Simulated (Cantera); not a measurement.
Input: 1 mol FeS, 1 mol H₂, 0.081 mol H₂O, equilibrated at 875 °C and 1.58 Torr.

Cantera equilibrium calculation (NASA polynomials, part measured and part estimated; ideal gas, pure solids and liquids). Candidate condensed phases: Fe, FeO, Fe(OH)₂, Fe(OH)₃, FeS, FeSO₄, FeS₂, Fe₂O₃, Fe₂(SO₄)₃, Fe₃O₄, H₂O, H₂SO₄, S; 22 gas species. Mutual solubility and eutectic melting of coexisting phases are not modelled. FeS: taken at fixed stoichiometry. The numbers say what is thermodynamically allowed, not how fast it happens.

Base state: H₂ 0.922, H₂O 0.0749, H₂S 0.00287 (mole fractions); condensed: Fe(α) + FeS(s).

Problem. What changes in the equilibrium state with this change: temperature from 875 °C to 1402 °C?

Solution. 
```json
[
 {"species": "H₂", "before": "0.922", "after": "0.840"},
 {"species": "H₂O", "before": "0.0749", "after": "0.0682"},
 {"species": "S₂", "before": "4.10e-6", "after": "0.0619"},
 {"species": "H₂S", "before": "0.00287", "after": "0.0163"},
 {"species": "Fe", "before": "3.82e-9", "after": "0.00198"},
 {"species": "S", "before": "8.75e-9", "after": "0.00136"},
 {"species": "SO", "before": "1.34e-8", "after": "0.000870"},
 {"species": "S₂O", "before": "<1e-9", "after": "2.02e-5"},
 {"species": "Fe(α), mol", "before": "0.00312", "after": "0"},
 {"species": "FeS(s), mol", "before": "0.997", "after": "0"},
 {"species": "Fe(δ), mol", "before": "0", "after": "0.172"},
 {"species": "FeS(l), mol", "before": "0", "after": "0.826"}
]
```
Metal and sulfide melt together well below either melting point, which pure phases cannot show.
